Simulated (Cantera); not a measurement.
A closed system holds: 1 mol Si, 6 mol F₂, 0.97 mol N₂, equilibrated at 948.15 K and 0.100 bar.

Method: chemical equilibrium by Gibbs-energy minimisation in Cantera with the NASA 1993 tables (ideal gas, pure condensed phases). Candidate condensed phases: Si, Si₃N₄; 16 gas species. Rates play no part.

Base state: F₂ 0.546, SiF₄ 0.159, N₂ 0.147, F 0.133, NF₃ 0.0148 (mole fractions); condensed: gas only.

What changes in the equilibrium state with this change: N₂ from 0.97 to 90 mol?


```tsv
species	before	after
N₂	0.147	0.934
F	0.133	0.0293
F₂	0.546	0.0263
SiF₄	0.159	0.0104
NF₃	0.0148	0.000393
```
